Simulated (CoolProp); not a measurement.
Carbonyl sulfide along the isobar 5.7 MPa: density (kg/m³) from the reference equation and from simpler models built on Tc = 378.8 K, pc = 6.369 MPa, ω = 0.098; each cubic takes its own stable root.

Model: reference Helmholtz-energy equation of state, Lemmon 2006, in CoolProp. It is a short technical equation, of lower accuracy than the large ones.

| T (K) | phase | reference |
|---|---|---|
| 161.6 | liquid | 1304 |
| 167 | liquid | 1293 |
| 172.4 | liquid | 1283 |
| 177.9 | liquid | 1272 |
| 183.3 | liquid | 1262 |
| 188.7 | liquid | 1251 |
| 194.1 | liquid | 1241 |
| 199.6 | liquid | 1230 |
| 205 | liquid | 1219 |
| 210.4 | liquid | 1208 |
| 215.8 | liquid | 1197 |
| 221.3 | liquid | 1186 |
| 226.7 | liquid | 1175 |
| 232.1 | liquid | 1164 |

Question: How far does each simpler model (van der Waals, Redlich-Kwong) lie from the reference over these 14 states: mean and median of the absolute difference, and the worst?

Answer: 
- van der Waals: mean 35.4 %, median 35.4 %, worst -36.0 % at 161.6 K and 5.7 MPa
- Redlich-Kwong: mean 5.0 %, median 4.9 %, worst -5.2 % at 232.1 K and 5.7 MPa
